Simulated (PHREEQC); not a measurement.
## Leach liquor (model solution)

A solution holds 0.035 mol/kgw H2SO4, 0.007 mol/kgw LiCl and 0.0019 mol/kgw MgSO4, at 25 °C. Closed to the air; pH follows from the charge balance.

Equilibrium calculation in PHREEQC: ion-association model, wateq4f.dat.

```yaml
pH: 1.41
ionic_strength: 0.0688 mol/kgw
total_alkalinity: -70.0 meq/kg
```

```json
[
 {"species": "H+", "molality": "0.0461", "activity": "0.0387", "log γ": "-0.075"},
 {"species": "HSO4-", "molality": "0.0239", "activity": "0.0192", "log γ": "-0.096"},
 {"species": "SO4-2", "molality": "0.0121", "activity": "0.00510", "log γ": "-0.377"},
 {"species": "Cl-", "molality": "0.00700", "activity": "0.00554", "log γ": "-0.102"},
 {"species": "Li+", "molality": "0.00685", "activity": "0.00559", "log γ": "-0.088"},
 {"species": "Mg+2", "molality": "0.00125", "activity": "0.000557", "log γ": "-0.349"},
 {"species": "MgSO4", "molality": "0.000655", "activity": "0.000666", "log γ": "0.007"},
 {"species": "LiSO4-", "molality": "0.000154", "activity": "0.000124", "log γ": "-0.093"}
]
```

Precipitation was switched off in this run.
